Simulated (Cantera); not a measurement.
Charge: 1 mol Cu2O, 11 mol CO, 0.77 mol CH4, at 220000 Pa.

These are equilibrium values from Cantera (NASA tables, ideal gas, pure condensed phases), not measurements of a reactor. Candidate condensed phases: C, C6H6, C7H8, C8H18, Cu, CuO, Cu(OH)2, Cu2O, H2O; 113 gas species. Kinetics and transport are ignored.

x: gas mole fraction; n: condensed amount in mol.

| T (°C) | x CO | x CO2 | x H2 | x H2O | x CH4 | x Cu | n C(graphite) | n Cu(s) | n Cu(l) |
|---|---|---|---|---|---|---|---|---|---|
| 825 | 0.757 | 0.115 | 0.110 | 0.0168 | 0.000974 | 2.53e-10 | 1.34 | 2.00 | 0 |
| 925 | 0.851 | 0.0310 | 0.112 | 0.00555 | 0.000439 | 5.28e-9 | 0.242 | 2.00 | 0 |
| 1025 | 0.870 | 0.0142 | 0.112 | 0.00322 | 0.000137 | 6.84e-8 | 0 | 2.00 | 0 |
| 1125 | 0.871 | 0.0135 | 0.112 | 0.00376 | 2.60e-5 | 5.90e-7 | 0 | 0 | 2.00 |
| 1225 | 0.871 | 0.0130 | 0.111 | ? | ? | ? | 0 | 0 | 2.00 |
| 1325 | 0.872 | 0.0125 | 0.111 | ? | ? | ? | 0 | 0 | 2.00 |
| 1425 | 0.872 | 0.0121 | 0.110 | 0.00521 | 5.88e-7 | 7.03e-5 | 0 | 0 | 2.00 |

Complete the blanks.


- 1225, x H2O: 0.00429
- 1225, x CH4: 6.15e-6
- 1225, x Cu: 3.61e-6
- 1325, x H2O: 0.00477
- 1325, x CH4: 1.76e-6
- 1325, x Cu: 1.75e-5
